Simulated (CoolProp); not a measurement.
Vapour pressure (kPa) of CH3F (R41): the reference equation beside estimates from Tc = 317.3 K, pc = 5906 kPa, ω = 0.200.

Values from CoolProp's reference Helmholtz-energy equation of state, Lemmon 2006. It is a short technical equation, of lower accuracy than the large ones.

| T (K) | reference | van der Waals | Redlich-Kwong | Peng-Robinson |
|---|---|---|---|---|
| 210.2 | 221.0 | 888.7 | 318.8 | 218.8 |
| 215 | 274.9 | 1001 | 390.3 | 272.8 |
| 219.7 | 336.9 | 1120 | 471.0 | 335.3 |
| 224.5 | 410.7 | 1251 | 565.2 | 409.8 |
| 229.3 | 496.4 | 1391 | 672.3 | 496.4 |
| 234.1 | 594.9 | 1540 | 793.1 | 596.2 |
| 238.9 | 707.6 | 1700 | 928.6 | 710.6 |
| 243.7 | 835.7 | 1871 | 1080 | 840.8 |
| 248.5 | 980.5 | 2051 | 1247 | 988.2 |
| 253.3 | 1143 | 2243 | 1431 | 1154 |
| 258.1 | 1326 | 2445 | 1634 | 1340 |

Absolute difference from the reference over all 11 rows, mean and median: van der Waals 172.4 and 158.9 %, Redlich-Kwong 33.5 and 33.3 %, Peng-Robinson 0.6 and 0.6 %.
